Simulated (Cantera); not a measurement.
An adiabatic, constant-pressure homogeneous reactor starts with H₂ : O₂ : N₂ : H₂O = 1 : 1.56 : 5.88 : 0.51 (molar parts), at 1450 K and 18.0 bar.

Model: the H2/O2 subset of GRI-Mech 3.0, which has no nitrogen chemistry, integrated in Cantera. The hydrogen kinetics of GRI-Mech 3.0 are dated; newer H2 mechanisms differ, most at raised pressure. The pressure lies above the range GRI-Mech 3.0 was tuned for (to about 10 atm).

Predict: time of steepest temperature rise; temperature at 1.00 s; equilibrium temperature; x(H₂) at 1.00 s; x(O₂) at 1.00 s; x(H₂O) at 1.00 s; x(O) at 1.00 s; x(HO₂) at 1.00 s; x(OH) at 1.00 s.


* **time of steepest temperature rise**: 2.99 µs
* **temperature at 1.00 s**: 2205 K
* **equilibrium temperature**: 2205 K
* **x(H₂) at 1.00 s**: 0.000140 (gas-phase equilibrium 0.000140)
* **x(O₂) at 1.00 s**: 0.125 (gas-phase equilibrium 0.125)
* **x(H₂O) at 1.00 s**: 0.177 (gas-phase equilibrium 0.177)
* **x(O) at 1.00 s**: 0.000233 (gas-phase equilibrium 0.000233)
* **x(HO₂) at 1.00 s**: 1.11e-5 (gas-phase equilibrium 1.11e-5)
* **x(OH) at 1.00 s**: 0.00289 (gas-phase equilibrium 0.00289)
